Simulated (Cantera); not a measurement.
Input: 1 mol BaF2, 0.2 mol N2, held at 0.0350 bar.

Method: chemical equilibrium by Gibbs-energy minimisation in Cantera with the NASA 1993 tables (ideal gas, pure condensed phases). Candidate condensed phases: Ba, BaF2; 10 gas species. Kinetics and transport are ignored. All values below are at 625 °C.

Base state: N2 1.00 (mole fractions); condensed: BaF2(s).

Task: What changes in the equilibrium state with this change: BaF2 replaced by CsCl?

Result: 
| species | before | after |
|---|---|---|
| N2 | 1.00 | 0.997 |
| CsCl | 0 | 0.00194 |
| Cs2Cl2 | 0 | 0.00102 |
| BaF2(s), mol | 1.00 | 0 |
| CsCl(s), mol | 0 | 0.999 |
Further candidate phases: Cs, CsCl.
